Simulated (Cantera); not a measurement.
# Equilibrium for nitride etching: Si3N4 + HF + H2

Input: 1 mol Si3N4, 1.4 mol HF, 0.51 mol H2, equilibrated at 1425 K and 1.00 bar.

Equilibrium computed with Cantera from the NASA thermochemical tables; the gas is ideal and each condensed phase is pure. Candidate condensed phases: Si, Si3N4; 37 gas species. The tables' values for SiF3, SiF2 are old estimates; treat these amounts as uncertain. Kinetics and transport are ignored.

```yaml
x(H2): 0.668
x(SiF4): 0.187
x(N2): 0.131
x(SiHF3): 0.00616
x(HF): 0.00563
x(SiF3): 0.00305
x(SiH2F2): 9.41e-5
x(SiF2): 3.26e-5
x(NH3): 1.55e-5
n(Si3N4(s)): 0.883 mol
gas_amount: 1.796 mol
log10 activity of Si(s) (absent): -2.74
```
